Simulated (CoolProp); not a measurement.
Vapour-liquid equilibrium of CHF3 (R23) (1) + R13 (2) at 0.778 bar; x and y are mole fractions of (1).

Computed with CoolProp (multi-fluid Helmholtz-energy mixture model, Penoncello 2003 and Platzer 1990; pair parameters Bell 2016). This equation is an older, rougher fit; its heat capacities, sound speeds and derivatives of the liquid may be far off and weren't checked against measurements.

```csv
x,"bubble temperature, mixture model (K)","bubble temperature, Raoult's law (K)","y, mixture model","y, Raoult's law"
0.05,184.9,186.9,0.150,0.051
0.125,183.0,186.9,0.283,0.127
0.2,182.0,186.9,0.362,0.202
0.275,181.4,186.9,0.412,0.278
0.35,181.1,186.8,0.448,0.353
0.425,180.9,186.8,0.476,0.429
0.5,180.9,186.8,0.500,0.504
0.575,180.9,186.8,0.524,0.579
0.65,181.1,186.8,0.550,0.653
0.725,181.4,186.8,0.585,0.728
0.8,181.9,186.7,0.635,0.802
0.875,182.9,186.7,0.712,0.877
0.95,184.7,186.7,0.847,0.951
```

The largest gap from Raoult's law is -5.9 K in bubble temperature, at x = 0.5. y crosses x between x = 0.425 and 0.5: the model has an azeotrope there.

Pair parameters are fitted to limited data, so mixtures are less certain than the pure fluids.
